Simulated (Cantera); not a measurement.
What does this Cantera script print?

```python
import numpy as np
import cantera as ct

gas_names = """
    B BH BH2 BH3 BN BO BO2 B2 B2O B2O2 B2O3 B3O3H3 H HBO HBO2 HNO HNO2 HNO3 HO2 H2 H2O H2O2 H3B3O6 N NH
    NH2 NH3 NH2OH NO NO2 NO3 N2 N2H2 N2H4 N2O O OH O2 O3
""".split()
cond_names = """
    B(b) B(L) BN(s) B2O3(L) B3O3H3(cr) H2O(s) H2O(L)
""".split()


# ... load() reads the species with a 1 bar reference pressure and builds the phases ...
atoms = {
    'B2O3': {'B': 2, 'O': 3},
    'N2': {'N': 2},
    'NH3': {'N': 1, 'H': 3},
}
top_T = {'BN(s)': 3200}  # K; cautious upper limits of use, not melting points


# ... equilibrate(T, P, feed) seeds the gas with the atoms and calls Mixture.equilibrate('TP', solver="vcs", rtol=1e-11, max_steps=5000) ...
results = []
feed = {'B2O3': 1, 'N2': 45, 'NH3': 0.93}  # mol
P = 3000  # Pa
for T in [923, 1123, 1323, 1523, 1723, 1923, 2123, 2323]:
    mix = equilibrate(T, P, feed)
    results.append((T, P, feed, dict(zip(mix.species_names, mix.species_moles))))

top = {s: max(r[3][s] / sum(r[3][g] for g in gas_names) for r in results) for s in gas_names}
cols = sorted((s for s in top if top[s] > 0.0001), key=lambda s: -top[s])[:6]
seen = [c for c in cond_names if any(r[3].get(c, 0) > 1e-12 for r in results)]
print("log10 of partial pressures in bar; condensed amounts in mol")
print(f"{'T/K':>10s}" + "".join(f"{s[:9]:>10s}" for s in cols + seen))
for T, P, feed, n in results:
    ng = sum(n[g] for g in gas_names)
    print(f"{T:10.4g}" + "".join(f"{np.log10(max(n[s] / ng * P / 1e5, 1e-99)):10.3f}" for s in cols)
          + "".join(f"{n.get(c, 0):10.4g}" for c in seen))
```

Result:

```
log10 of partial pressures in bar; condensed amounts in mol
       T/K        N2        H2      B2O3        BO      HBO2         H     BN(s)   B2O3(L)
       923    -1.536    -3.050   -13.215   -17.562    -8.126   -11.137  0.002839    0.9986
      1123    -1.536    -3.050    -9.209   -12.601    -6.390    -8.896  0.002842    0.9983
      1323    -1.536    -3.052    -6.459    -9.166    -5.213    -7.326  0.005389    0.9917
      1523    -1.537    -3.064    -4.463    -6.652    -4.373    -6.168   0.01718    0.8938
      1723    -1.545    -3.119    -3.317    -5.020    -3.847    -5.298         0         0
      1923    -1.546    -3.140    -3.353    -4.339    -3.756    -4.596         0         0
      2123    -1.547    -3.180    -3.415    -3.858    -3.659    -4.035         0         0
      2323    -1.549    -3.264    -3.527    -3.540    -3.588    -3.595         0         0
```

These are equilibrium values from Cantera (NASA tables, ideal gas, pure condensed phases), not measurements of a reactor. Mutual solubility and eutectic melting of coexisting phases are not modelled.
